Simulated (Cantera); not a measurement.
A freely propagating, adiabatic, planar premixed flame of 13.7 % CO, 0.809 % H₂, 3.98 % CH₄, 17.1 % O₂, 64.3 % N₂, equivalence ratio 0.89, unburnt at 600 K and 13300 Pa; mixture-averaged transport, grid criteria slope 0.08 and curve 0.16, no radiation.

Cantera simulation using GRI-Mech 3.0 (53 species, 325 reactions); the numbers are that mechanism's predictions, not measurements. Burning velocities carry a grid error of a few per cent, more on coarse grids.

### Question
Predict: laminar burning velocity; thermal thickness; peak x(CH₂); peak x(HCN); peak x(C₂H).

### Answer
```
Property                     Value
------------------------  --------
laminar burning velocity  228 cm/s
thermal thickness          2.74 mm
peak x(CH₂)                7.55e-6
peak x(HCN)                6.66e-8
peak x(C₂H)                  <1e-8
```
